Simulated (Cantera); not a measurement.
**Transport properties of process gases**

Gas mixture: C2H6 : H2 = 0.96 : 0.47 (molar parts), at 70.0 Pa, frozen composition.

Cantera's kinetic-theory transport with the Lennard-Jones parameters of GRI-Mech 3.0, ideal gas; thermal conductivity in the multicomponent form. The composition is frozen, though it would react at the higher temperatures.

```json
[
 {"T (K)": "400", "ρ (kg/m³)": "0.000439", "cp (J/kg/K)": "2559", "μ (µPa s)": "12.8", "λ (mW/m/K)": "64.0", "Pr": "0.512", "D (cm²/s) H": "2540", "D (cm²/s) OH": "733", "D (cm²/s) H2": "1360"},
 {"T (K)": "650", "ρ (kg/m³)": "0.000270", "cp (J/kg/K)": "3509", "μ (µPa s)": "19.2", "λ (mW/m/K)": "115", "Pr": "0.585", "D (cm²/s) H": "6010", "D (cm²/s) OH": "1700", "D (cm²/s) H2": "3120"},
 {"T (K)": "900", "ρ (kg/m³)": "0.000195", "cp (J/kg/K)": "4187", "μ (µPa s)": "24.5", "λ (mW/m/K)": "167", "Pr": "0.614", "D (cm²/s) H": "10500", "D (cm²/s) OH": "2960", "D (cm²/s) H2": "5380"},
 {"T (K)": "1150", "ρ (kg/m³)": "0.000153", "cp (J/kg/K)": "4712", "μ (µPa s)": "29.1", "λ (mW/m/K)": "218", "Pr": "0.629", "D (cm²/s) H": "15900", "D (cm²/s) OH": "4460", "D (cm²/s) H2": "8100"},
 {"T (K)": "1400", "ρ (kg/m³)": "0.000125", "cp (J/kg/K)": "5087", "μ (µPa s)": "33.4", "λ (mW/m/K)": "268", "Pr": "0.634", "D (cm²/s) H": "22200", "D (cm²/s) OH": "6200", "D (cm²/s) H2": "11200"},
 {"T (K)": "1650", "ρ (kg/m³)": "0.000106", "cp (J/kg/K)": "5363", "μ (µPa s)": "37.3", "λ (mW/m/K)": "314", "Pr": "0.636", "D (cm²/s) H": "29200", "D (cm²/s) OH": "8150", "D (cm²/s) H2": "14700"},
 {"T (K)": "1900", "ρ (kg/m³)": "9.24e-5", "cp (J/kg/K)": "5565", "μ (µPa s)": "40.9", "λ (mW/m/K)": "358", "Pr": "0.636", "D (cm²/s) H": "36900", "D (cm²/s) OH": "10300", "D (cm²/s) H2": "18600"}
]
```
D: mixture-averaged diffusion coefficient of that species in the mixture.
